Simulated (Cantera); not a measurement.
Input (Python, Cantera) and output of one run.

```python
import numpy as np
import cantera as ct

gas_names = [...]  # 45 gases of nasa_gas.yaml made of Al, Cl, H, N, O
cond_names = """
    AL(cr) AL(L) ALCL3(s) ALCL3(L) ALN(s) AL2O3(a) AL2O3(L) H2O(s) H2O(L) NH4CL(a) NH4CL(b)
""".split()


# ... load() reads the species with a 1 bar reference pressure and builds the phases ...
atoms = {
    'AlCl3': {'AL': 1, 'CL': 3},
    'H2O': {'H': 2, 'O': 1},
    'N2': {'N': 2},
}
top_T = {'ALN(s)': 2750}  # K; cautious upper limits of use, not melting points


# ... equilibrate(T, P, feed) seeds the gas with the atoms and calls Mixture.equilibrate('TP', solver="vcs", rtol=1e-11, max_steps=5000) ...
results = []
feed = {'AlCl3': 1, 'H2O': 3.5, 'N2': 2.4}  # mol
P = 10  # Pa
for T in [1500, 1600, 1700, 1800, 1900, 2000, 2100]:
    mix = equilibrate(T, P, feed)
    results.append((T, P, feed, dict(zip(mix.species_names, mix.species_moles))))

top = {s: max(r[3][s] / sum(r[3][g] for g in gas_names) for r in results) for s in gas_names}
cols = sorted((s for s in top if top[s] > 0.001), key=lambda s: -top[s])[:8]
seen = [c for c in cond_names if any(r[3].get(c, 0) > 1e-12 for r in results)]
print("log10 of partial pressures in bar; condensed amounts in mol")
print(f"{'T/K':>10s}" + "".join(f"{s[:9]:>10s}" for s in cols + seen))
for T, P, feed, n in results:
    ng = sum(n[g] for g in gas_names)
    print(f"{T:10.4g}" + "".join(f"{np.log10(max(n[s] / ng * P / 1e5, 1e-99)):10.3f}" for s in cols)
          + "".join(f"{n.get(c, 0):10.4g}" for c in seen))
```

It prints:

```
log10 of partial pressures in bar; condensed amounts in mol
       T/K       HCL        N2       H2O        CL         H        H2        OH         O  AL2O3(a)
      1500    -4.403    -4.491    -4.571    -6.078    -7.928    -6.347    -7.696    -9.339       0.5
      1600    -4.415    -4.493    -4.575    -5.767    -7.279    -6.029    -7.232    -8.563       0.5
      1700    -4.436    -4.497    -4.582    -5.500    -6.709    -5.754    -6.824    -7.875       0.5
      1800    -4.471    -4.504    -4.597    -5.273    -6.206    -5.520    -6.463    -7.260       0.5
      1900    -4.525    -4.516    -4.627    -5.084    -5.764    -5.327    -6.149    -6.711    0.4999
      2000    -4.605    -4.536    -4.684    -4.934    -5.377    -5.176    -5.885    -6.222    0.4994
      2100    -4.722    -4.566    -4.789    -4.824    -5.044    -5.076    -5.682    -5.797    0.4977
```

These are equilibrium values from Cantera (NASA tables, ideal gas, pure condensed phases), not measurements of a reactor.
